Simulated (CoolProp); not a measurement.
Vapour pressure (MPa) of vinyl chloride: the reference equation beside estimates from Tc = 151.9 °C, pc = 5.600 MPa, ω = 0.160. Clausius-Clapeyron is anchored at -42.35 °C with a constant enthalpy of vaporisation of 23.63 kJ/mol.

Model: reference Helmholtz-energy equation of state, Thol 2022, in CoolProp.

| T (°C) | reference | Clausius-Clapeyron | van der Waals | Peng-Robinson |
|---|---|---|---|---|
| -47.15 | 0.02034 | 0.02043 | 0.2335 | 0.02125 |
| -44.75 | 0.02327 | 0.02331 | 0.2498 | 0.02421 |
| -42.35 | 0.02654 | 0.02654 | 0.2668 | 0.02750 |
| -39.95 | 0.03016 | 0.03012 | 0.2847 | 0.03114 |
| -37.55 | 0.03417 | 0.03410 | 0.3033 | 0.03517 |
| -35.05 | 0.03880 | 0.03870 | 0.3237 | 0.03980 |
| -32.65 | 0.04370 | 0.04360 | 0.3441 | 0.04470 |
| -30.25 | 0.04908 | 0.04900 | 0.3653 | 0.05008 |
| -27.85 | 0.05498 | 0.05494 | 0.3875 | 0.05596 |
| -25.45 | 0.06142 | 0.06147 | 0.4106 | 0.06239 |
| -23.05 | 0.06846 | 0.06862 | 0.4346 | 0.06939 |
| -20.65 | 0.07611 | 0.07645 | 0.4595 | 0.07700 |
| -18.25 | 0.08442 | 0.08499 | 0.4854 | 0.08526 |
| -15.85 | 0.09343 | 0.09431 | 0.5123 | 0.09421 |
| -13.45 | 0.1032 | 0.1044 | 0.5401 | 0.1039 |

Absolute difference from the reference over all 15 rows, mean and median: Clausius-Clapeyron 0.3 and 0.2 %, van der Waals 678.9 and 644.3 %, Peng-Robinson 2.2 and 2.0 %.
